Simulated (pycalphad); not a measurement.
Computed with pycalphad from the COST 507 light-alloy database (1999), at 1 atm. These are 1990s assessments: newer ones move some temperatures and phases. Phase fractions are per mole of atoms.

Task: Give the equilibrium state of Si-1.975C (wt.%) at 1050 K.

Result: diamond (Si), fraction 0.910, with <0.01 C wt.%; CSI, fraction 0.090, with 30.0 C wt.%.

Task: Give the equilibrium state of Si-1.975C (wt.%) at 2150 K.

Result: liquid, fraction 0.913, with 0.06 C wt.%; CSI, fraction 0.087, with 30.0 C wt.%.

Database names, with the compositions (at.%) that they take in these runs: CSI: Si 50 C 50.
